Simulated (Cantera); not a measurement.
Input: 1 mol PbO, 0.53 mol O2, 0.19 mol H2, at 375 °C and 31.0 mbar.

Cantera equilibrium calculation (NASA polynomials, part measured and part estimated; ideal gas, pure solids and liquids). Candidate condensed phases: H2O, Pb, PbO, PbO2, Pb3O4; 12 gas species. Rates play no part.

Base state: O2 0.696, H2O 0.304 (mole fractions); condensed: PbO(red).

Question: What changes in the equilibrium state with this change: H2 from 0.19 to 0.5 mol?

Answer: 
| species | before | after |
|---|---|---|
| H2O | 0.304 | 0.641 |
| O2 | 0.696 | 0.359 |
| PbO(red), mol | 1.00 | 1.00 |

Question: What changes in the equilibrium state with this change: pressure from 31.0 mbar to 2.70 bar?

Answer: 
```tsv
species	before	after
O2	0.696	0.585
H2O	0.304	0.415
PbO(red), mol	1.00	0
Pb3O4(s), mol	0	0.333
```
